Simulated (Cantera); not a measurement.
A freely propagating, adiabatic, planar premixed flame of 18.9 % H₂, 18.5 % O₂, 59.4 % N₂, 3.21 % H₂O, unburnt at 448 K and 5.00 bar; mixture-averaged transport, grid criteria slope 0.08 and curve 0.16, no radiation.

Cantera simulation using the H2/O2 subset of GRI-Mech 3.0, which has no nitrogen chemistry; the numbers are that mechanism's predictions, not measurements. The hydrogen kinetics of GRI-Mech 3.0 are dated; newer H2 mechanisms differ, most at raised pressure. Burning velocities carry a grid error of a few per cent, more on coarse grids. Lean hydrogen flames are cellular in practice and burn faster than this planar one.

x: mole fraction of selected species; z is measured from the peak of heat release.

```json
[
 {"z (mm)": "-0.270", "T (K)": "449", "u (m/s)": "0.626", "x H₂": "0.184", "x O₂": "0.186", "x H₂O₂": "(withheld)", "x H": "<1e-8", "x H₂O": "0.0324", "x O": "<1e-8"},
 {"z (mm)": "-0.180", "T (K)": "454", "u (m/s)": "0.625", "x H₂": "0.172", "x O₂": "0.189", "x H₂O₂": "(withheld)", "x H": "<1e-8", "x H₂O": "0.0335", "x O": "<1e-8"},
 {"z (mm)": "-0.135", "T (K)": "468", "u (m/s)": "0.635", "x H₂": "0.158", "x O₂": "0.191", "x H₂O₂": "(withheld)", "x H": "<1e-8", "x H₂O": "0.0359", "x O": "<1e-8"},
 {"z (mm)": "-0.0902", "T (K)": "530", "u (m/s)": "0.699", "x H₂": "0.129", "x O₂": "0.194", "x H₂O₂": "(withheld)", "x H": "<1e-8", "x H₂O": "0.0464", "x O": "2.85e-8"},
 {"z (mm)": "-0.0451", "T (K)": "809", "u (m/s)": "1.04", "x H₂": "0.0790", "x O₂": "0.183", "x H₂O₂": "0.000225", "x H": "4.25e-6", "x H₂O": "0.0912", "x O": "6.52e-6"},
 {"z (mm)": "-0.0225", "T (K)": "1118", "u (m/s)": "1.42", "x H₂": "0.0496", "x O₂": "0.161", "x H₂O₂": "0.000215", "x H": "0.000209", "x H₂O": "0.137", "x O": "0.000169"},
 {"z (mm)": "0", "T (K)": "1428", "u (m/s)": "1.81", "x H₂": "0.0240", "x O₂": "0.134", "x H₂O₂": "(withheld)", "x H": "0.000990", "x H₂O": "0.184", "x O": "0.00104"},
 {"z (mm)": "0.0225", "T (K)": "1617", "u (m/s)": "2.05", "x H₂": "0.00969", "x O₂": "0.116", "x H₂O₂": "(withheld)", "x H": "0.00115", "x H₂O": "0.213", "x O": "0.00167"},
 {"z (mm)": "0.0451", "T (K)": "1710", "u (m/s)": "2.17", "x H₂": "0.00413", "x O₂": "0.108", "x H₂O₂": "(withheld)", "x H": "0.000724", "x H₂O": "0.225", "x O": "0.00147"},
 {"z (mm)": "0.0902", "T (K)": "1778", "u (m/s)": "2.25", "x H₂": "0.00121", "x O₂": "0.105", "x H₂O₂": "(withheld)", "x H": "0.000198", "x H₂O": "0.232", "x O": "0.000702"},
 {"z (mm)": "0.180", "T (K)": "1806", "u (m/s)": "2.29", "x H₂": "0.000267", "x O₂": "0.105", "x H₂O₂": "(withheld)", "x H": "2.49e-5", "x H₂O": "0.235", "x O": "0.000188"},
 {"z (mm)": "0.361", "T (K)": "1813", "u (m/s)": "2.29", "x H₂": "5.76e-5", "x O₂": "0.105", "x H₂O₂": "(withheld)", "x H": "3.13e-6", "x H₂O": "0.236", "x O": "4.98e-5"},
 {"z (mm)": "0.721", "T (K)": "1815", "u (m/s)": "2.30", "x H₂": "2.46e-5", "x O₂": "0.105", "x H₂O₂": "(withheld)", "x H": "1.06e-6", "x H₂O": "0.236", "x O": "2.43e-5"}
]
```

Q: Some entries are withheld; supply them.

A: 
- -0.270, x H₂O₂: 1.26e-7
- -0.180, x H₂O₂: 1.84e-6
- -0.135, x H₂O₂: 8.05e-6
- -0.0902, x H₂O₂: 4.73e-5
- 0, x H₂O₂: 2.20e-5
- 0.0225, x H₂O₂: 4.42e-6
- 0.0451, x H₂O₂: 2.80e-6
- 0.0902, x H₂O₂: 1.51e-6
- 0.180, x H₂O₂: 6.46e-7
- 0.361, x H₂O₂: 2.73e-7
- 0.721, x H₂O₂: 1.78e-7
